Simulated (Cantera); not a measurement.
An isothermal, constant-pressure homogeneous reactor starts with NH3 : N2 = 1 : 0.59 (molar parts), at 1700 K and 0.520 bar.

Computed with Cantera and the gas-phase N/H chemistry of the illustrative SiF4/NH3 mechanism in the Surface Chemkin manual (1991). Walls and surfaces, which speed up NH3 decomposition in real reactors, are not modelled.

Problem. Predict: x(NH3) at 20.0 s; x(N2H2) at 20.0 s; x(H2) at 20.0 s; x(H) at 20.0 s; x(NH2) at 20.0 s.

Solution. 
```
Property                                               Value
-----------------  -----------------------------------------
x(NH3) at 20.0 s      0.0209 (gas-phase equilibrium 5.35e-6)
x(N2H2) at 20.0 s     4.56e-9 (gas-phase equilibrium <1e-12)
x(H2) at 20.0 s          0.560 (gas-phase equilibrium 0.579)
x(H) at 20.0 s     0.000132 (gas-phase equilibrium 0.000157)
x(NH2) at 20.0 s     1.25e-5 (gas-phase equilibrium 3.67e-9)
```
